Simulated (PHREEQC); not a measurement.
Synthetic water in mmol/kgw, 61 °C, pH 3.02: Na 109; K 0.0829; Ca 8.54; Mg 5.1; Cl 50.5; S(6) 45.5; Si 0.158.

Valence states are taken as typed.

Equilibrium calculation in PHREEQC: Pitzer model, pitzer.dat.

This is a speciation only: nothing precipitates in the calculation.

Predict the specific conductance.

specific conductance 24800 µS/cm.

In which forms is S present?

SO4-2 93 %, HSO4- 7.1 % of the S.

Constants without temperature data keep their 25 °C values here.
